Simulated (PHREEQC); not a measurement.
NaOH is added in steps, without added water, to 1 kg of water holding 21 mmol/kgw KOH, 0.088 mmol/kgw H3BO3 and 0.15 mmol/kgw (CH3)4NCl, at 25 °C. Oxygen is held at 0.21 atm. CO2 is held at log p = -3.4 (atm). Only these solids could form: Halite, Nahcolite, Natron.

Base run: PHREEQC, ion-association model, wateq4f.dat. Each further column changes one thing. The table gives pH.

```tsv
NaOH added (mol)	base	(CH3)4NCl from 0.00015 to 7.5e-05 mol/kgw	diluted 5-fold with water	temperature from 25 to 50 °C	no solid may form
0	9.36	9.36	8.78	9.45	9.36
0.003	9.39	9.39	8.99	9.47	9.39
0.006	9.43	9.43	9.11	9.50	9.43
0.01	9.46	9.46	9.22	9.52	9.46
0.013	9.49	9.49	9.28	9.54	9.49
0.016	9.51	9.51	9.33	9.55	9.51
0.019	9.53	9.53	9.37	9.56	9.53
0.022	9.54	9.54	9.41	9.57	9.54
0.026	9.56	9.57	9.44	9.59	9.56
0.029	9.58	9.58	9.47	9.60	9.58
0.032	9.59	9.59	9.49	9.60	9.59
```

(CH3)4N+ isn't in the database: it is added as a free cation with an ion size of 4 Å. At this temperature some constants are extrapolated from 25 °C, and those without enthalpy data are left unchanged.
